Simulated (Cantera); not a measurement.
Input: 1 mol HMDSO, a varied amount of H₂O, equilibrated at 1173.15 K and 0.660 bar.

These are equilibrium values from Cantera (NASA tables, ideal gas, pure condensed phases), not measurements of a reactor. Candidate condensed phases: C, C₆H₆, C₇H₈, C₈H₁₈, H₂O, Si, SiC, SiO₂; 123 gas species. The feed counts by its element totals alone. The tables hold silica as quartz up to 1696 K and as liquid above; real silica turns to tridymite and cristobalite and melts near 1996 K. Kinetics and transport are ignored.

At 4.2 mol H₂O, list the 5 most abundant gas species with their mole fractions, and the condensed phases.

H₂ 0.905, CO 0.0824, CH₄ 0.0105, H₂O 0.00174, CO₂ 0.000125. Condensed: C(graphite) + SiO₂(β-quartz).
